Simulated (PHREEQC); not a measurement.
Dissolve 10 mmol/kgw NiSO4, 7.9 mmol/kgw CaCl2 and 0.86 mmol/kgw H2SO4 at 25 °C. Closed to the air; pH follows from the charge balance.

Model: ion-association model, wateq4f.dat, run in PHREEQC.

```tsv
quantity	before	after
pH	2.95	3.04
ionic strength (mol/kgw)	0.0498	0.0482
SO4-2 (mol/kgw)	0.00661	0.00609
CaSO4 (mol/kgw)	0.00175	0.00190
HSO4- (mol/kgw)	0.000403	0.000617
CaHSO4+ (mol/kgw)	1.40e-5	2.03e-5
SI of Gypsum (CaSO4:2H2O)	-0.47	-0.49
SI of Morenosite (NiSO4:7H2O)	-2.61	-2.88
```

Name the change that produced these shifts.
A. temperature from 25 to 90 °C
B. H2SO4 from 0.00086 to 0.000774 mol/kgw
C. temperature from 25 to 55 °C
D. H2SO4 replaced by KHSO4 at the same molality
E. H2SO4 left out

C, temperature from 25 to 55 °C

This is a speciation only: nothing precipitates in the calculation. Constants without temperature data keep their 25 °C values here.
